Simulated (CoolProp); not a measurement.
Vapour-liquid equilibrium of C2F6 (R116) (1) + propane (2) at 6.37 bar; x and y are mole fractions of (1).

Model: multi-fluid Helmholtz-energy mixture model, Lemmon 2006 and Lemmon 2009; pair parameters Bell 2016, in CoolProp.

Problem. Give the bubble temperature and the first vapour's composition at x = 0.25, 0.85, 0.95. Is there an azeotrope?

Solution. x = 0.25: 245.3 K, y = 0.724; x = 0.85: 238.6 K, y = 0.888; x = 0.95: 238.0 K, y = 0.956. No azeotrope shows between x = 0.05 and 0.95.

The pair parameters rest on a limited set of measurements; away from them the model extrapolates. With so large a gap from Raoult's law the liquid may split in two, which this calculation doesn't test in full.
